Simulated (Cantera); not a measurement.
Cantera run:

```python
import numpy as np
import cantera as ct

gas_names = [...]  # 95 gases of nasa_gas.yaml made of C, F, H
cond_names = """
    C(gr) C6H6(L) C7H8(L) C8H18(L),n-octa
""".split()


# ... load() reads the species with a 1 bar reference pressure and builds the phases ...
atoms = {
    'CH3F': {'C': 1, 'H': 3, 'F': 1},
    'H2': {'H': 2},
}
top_T = {'C(gr)': 4500}  # K; cautious upper limits of use, not melting points


# ... equilibrate(T, P, feed) seeds the gas with the atoms and calls Mixture.equilibrate('TP', solver="vcs", rtol=1e-11, max_steps=5000) ...
results = []
feed = {'CH3F': 1, 'H2': 0.17}  # mol
P = 1600  # Pa
for T in [2250, 2350, 2450, 2550, 2650, 2750, 2850, 2950, 3050, 3150, 3250]:
    mix = equilibrate(T, P, feed)
    results.append((T, P, feed, dict(zip(mix.species_names, mix.species_moles))))

top = {s: max(r[3][s] / sum(r[3][g] for g in gas_names) for r in results) for s in gas_names}
cols = sorted((s for s in top if top[s] > 1e-06), key=lambda s: -top[s])[:9]
seen = [c for c in cond_names if any(r[3].get(c, 0) > 1e-12 for r in results)]
print("log10 of partial pressures in bar; condensed amounts in mol")
print(f"{'T/K':>10s}" + "".join(f"{s[:9]:>10s}" for s in cols + seen))
for T, P, feed, n in results:
    ng = sum(n[g] for g in gas_names)
    print(f"{T:10.4g}" + "".join(f"{np.log10(max(n[s] / ng * P / 1e5, 1e-99)):10.3f}" for s in cols)
          + "".join(f"{n.get(c, 0):10.4g}" for c in seen))
```

It prints:

```
log10 of partial pressures in bar; condensed amounts in mol
       T/K         H        H2        HF        C3         F         C        C2 C2H2,acet       C2H     C(gr)
      2250    -3.175    -2.092    -2.142    -8.187    -6.219    -8.439    -9.242    -4.568    -7.052    0.9924
      2350    -2.960    -2.111    -2.148    -7.384    -5.856    -7.732    -8.432    -4.370    -6.509    0.9878
      2450    -2.767    -2.140    -2.156    -6.649    -5.521    -7.083    -7.688    -4.199    -6.017    0.9813
      2550    -2.597    -2.181    -2.169    -5.973    -5.209    -6.486    -7.004    -4.057    -5.571    0.9725
      2650    -2.449    -2.239    -2.185    -5.349    -4.914    -5.934    -6.372    -3.946    -5.170    0.9602
      2750    -2.324    -2.317    -2.205    -4.773    -4.634    -5.423    -5.787    -3.868    -4.810     0.941
      2850    -2.222    -2.420    -2.230    -4.238    -4.364    -4.948    -5.244    -3.825    -4.491    0.9026
      2950    -2.145    -2.551    -2.260    -3.741    -4.102    -4.505    -4.739    -3.822    -4.212    0.8071
      3050    -2.096    -2.720    -2.302    -3.278    -3.847    -4.092    -4.267    -3.864    -3.974    0.5425
      3150    -2.075    -2.927    -2.361    -2.935    -3.604    -3.735    -3.885    -4.013    -3.836         0
      3250    -2.044    -3.102    -2.404    -2.962    -3.373    -3.516    -3.760    -4.365    -3.930         0
```

Equilibrium computed with Cantera from the NASA thermochemical tables; the gas is ideal and each condensed phase is pure.
